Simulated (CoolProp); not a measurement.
The fluoroketone C6F12O (FK-5-1-12) along the isotherm 459 K: fugacity coefficient from the reference equation and from simpler models built on Tc = 441.8 K, pc = 1.869 MPa, ω = 0.471; each cubic takes its own stable root.

Model: reference Helmholtz-energy equation of state, McLinden 2015, in CoolProp.

```
p (MPa)          phase  reference  van der Waals  Redlich-Kwong  Soave-Redlich-Kwong  Peng-Robinson
-------  -------------  ---------  -------------  -------------  -------------------  -------------
0.00887            gas     0.9986         0.9987         0.9986               0.9986         0.9984
0.0138             gas     0.9978         0.9980         0.9977               0.9978         0.9976
0.0215             gas     0.9965         0.9969         0.9965               0.9966         0.9962
0.0335             gas     0.9946         0.9952         0.9945               0.9947         0.9941
0.0521             gas     0.9916         0.9925         0.9915               0.9918         0.9908
0.0811             gas     0.9869         0.9883         0.9868               0.9872         0.9857
0.126              gas     0.9797         0.9818         0.9795               0.9802         0.9778
0.197              gas     0.9683         0.9716         0.9680               0.9691         0.9654
0.306              gas     0.9510         0.9559         0.9505               0.9522         0.9465
0.477              gas     0.9241         0.9313         0.9233               0.9259         0.9174
0.743              gas     0.8829         0.8933         0.8815               0.8856         0.8730
1.16               gas     0.8194         0.8335         0.8169               0.8234         0.8055
1.8                gas     0.7227         0.7392         0.7183               0.7292         0.7057
2.8      supercritical     0.5664         0.5766         0.5590               0.5809         0.5553
```
